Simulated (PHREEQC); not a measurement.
A solution holds 0.02 mol HF, 5.1e-05 mol Na2CO3 and 0.00018 mol KCl per kg of water, at 15 °C. Closed to the air; pH follows from the charge balance.

Equilibrium calculation in PHREEQC: ion-association model, wateq4f.dat.

No solid was allowed to form.

Q: Order these F species by the share of F that they hold, largest first: HF2-, F-, H2F2, HF.

A: HF (72 %), F- (18 %), H2F2 (7.8 %), HF2- (1.8 %)

The pH is 2.46 and the ionic strength 0.00394 mol/kgw. wateq4f.dat counts part of the HF as a dimer, H2F2, which phreeqc.dat doesn't know; its constant is uncertain.
